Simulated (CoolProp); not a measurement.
Vapour-liquid equilibrium of ethylbenzene (1) + m-xylene (2) at 0.454 MPa; x and y are mole fractions of (1).

The numbers come from the multi-fluid Helmholtz-energy mixture model, Zhou 2012 and Zhou 2012; pair parameters Bell 2016 in CoolProp.

Give the bubble temperature and the first vapour's composition at x = 0.2, 0.35, 0.425. Is there an azeotrope?

x = 0.2: 477.9 K, y = 0.208; x = 0.35: 477.4 K, y = 0.361; x = 0.425: 477.2 K, y = 0.437. No azeotrope shows between x = 0.05 and 0.95.

The pair parameters rest on a limited set of measurements; away from them the model extrapolates.
